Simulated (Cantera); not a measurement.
## Si + HCl + N2 + F2 (silicon etching in halogen gases)

A closed system holds: 1 mol Si, 18 mol HCl, 0.48 mol N2, 8.5 mol F2, held at 1450 K and 0.100 bar.

These are equilibrium values from Cantera (NASA tables, ideal gas, pure condensed phases), not measurements of a reactor. Candidate condensed phases: NH4Cl, Si, Si3N4; 49 gas species. Rates play no part.

```
Quantity                              Value
--------------------------------  ---------
x(HF)                                 0.485
x(Cl2)                                0.213
x(HCl)                                0.187
x(Cl)                                0.0601
x(SiF4)                              0.0373
x(N2)                                0.0179
x(ClF)                              2.81e-5
x(F)                                3.63e-6
gas amount                        26.79 mol
log10 activity of Si(s) (absent)     -26.00
```
